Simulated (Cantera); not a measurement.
# Thermodynamics of aluminium and copper etching, feed Al + Cl₂

Input: 1 mol Al, 1.8 mol Cl₂, held at 10.0 mbar.

These are equilibrium values from Cantera (NASA tables, ideal gas, pure condensed phases), not measurements of a reactor. Candidate condensed phases: Al, AlCl₃; 8 gas species. Rates play no part.

| T (K) | x AlCl₃ | x Cl₂ | x Cl | x Al₂Cl₆ | x AlCl₂ |
|---|---|---|---|---|---|
| 873 | 0.764 | 0.232 | 0.000213 | 0.00443 | <1e-12 |
| 923 | 0.767 | 0.231 | 0.000537 | 0.00187 | 2.49e-12 |
| 973 | 0.768 | 0.230 | 0.00123 | 0.000861 | 1.87e-11 |
| 1023 | 0.768 | 0.229 | 0.00260 | 0.000430 | 1.15e-10 |
| 1073 | 0.767 | 0.228 | 0.00513 | 0.000229 | 6.00e-10 |
| 1123 | 0.765 | 0.225 | 0.00950 | 0.000130 | 2.70e-9 |
| 1173 | 0.763 | 0.221 | 0.0166 | 7.70e-5 | 1.07e-8 |
| 1223 | 0.759 | 0.214 | 0.0277 | 4.77e-5 | 3.78e-8 |
| 1273 | 0.752 | 0.204 | 0.0438 | 3.05e-5 | 1.22e-7 |
| 1323 | 0.744 | 0.190 | 0.0662 | 2.01e-5 | 3.64e-7 |
x: gas mole fraction; nothing condenses.

From 873 K to 1323 K nothing is condensed. The main Al-bearing gas is AlCl₃ throughout.
